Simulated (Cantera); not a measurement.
A perfectly stirred reactor is fed with CH4 : H2 : H = 0.033 : 1 : 0.022 (molar parts), at 0.0120 bar; it is held at 1675 K, and followed from long to short residence time.

Computed with Cantera and GRI-Mech 3.0 (53 species, 325 reactions). GRI-Mech 3.0 stops at C3 and has no aromatics, soot or wall deposition, so with more carbon than oxygen in the feed, carbon stays in small species such as C2H2 where larger ones or solid carbon would form. Radical loss at walls, strong at low pressure, is not modelled.

Task: Predict: x(CH4) at τ = 4.70 s; x(H2) at τ = 4.70 s; x(H) at τ = 4.70 s; x(C2H4) at τ = 4.70 s; x(C2H6) at τ = 4.70 s; x(CH4) at τ = 32.0 ms; x(H2) at τ = 32.0 ms; x(H) at τ = 32.0 ms; x(C2H4) at τ = 32.0 ms; x(C2H6) at τ = 32.0 ms.

Result: 
```
Item                       Value
----------------------  --------
x(CH4) at τ = 4.70 s     0.00851
x(H2) at τ = 4.70 s        0.979
x(H) at τ = 4.70 s       0.00139
x(C2H4) at τ = 4.70 s    1.73e-5
x(C2H6) at τ = 4.70 s    3.81e-7
x(CH4) at τ = 32.0 ms     0.0201
x(H2) at τ = 32.0 ms       0.968
x(H) at τ = 32.0 ms      0.00500
x(C2H4) at τ = 32.0 ms  0.000147
x(C2H6) at τ = 32.0 ms   7.82e-6
```
